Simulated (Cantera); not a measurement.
Charge: 1 mol Fe(CO)₅, 1.2 mol N₂, 0.57 mol O₂, at 1025 K and 750 Torr.

Method: chemical equilibrium by Gibbs-energy minimisation in Cantera with the NASA 1993 tables (ideal gas, pure condensed phases). Candidate condensed phases: C, Fe, Fe(CO)₅, FeO, Fe₂O₃, Fe₃O₄; 27 gas species. Mutual solubility and eutectic melting of coexisting phases are not modelled. The tables' stoichiometric FeO is somewhat more stable than real wüstite, so its field is too wide. FeO: taken at fixed stoichiometry. Equilibrium is a limit: real reactors are often held back by kinetics, nucleation or transport.

Base state: CO 0.647, N₂ 0.194, CO₂ 0.159 (mole fractions); condensed: Fe(α) + FeO(s).

Task: What changes in the equilibrium state with this change: 0.66 mol H₂S added?

Result: 
```csv
species,before,after
CO,0.647,0.585
N₂,0.194,0.175
CO₂,0.159,0.144
H₂,0,0.0802
H₂O,0,0.0152
CH₄,0,0.000387
H₂S,0,0.000107
COS,0,2.47e-5
"Fe(α), mol",0.846,0.288
"FeO(s), mol",0.154,0.0530
"FeS(s), mol",0,0.659
```
FeO, FeS: taken at fixed stoichiometry. Further candidate phases: C₆H₆, C₇H₈, C₈H₁₈, Fe(OH)₂, Fe(OH)₃, FeS, FeSO₄, FeS₂, Fe₂(SO₄)₃, H₂O, H₂SO₄, S.
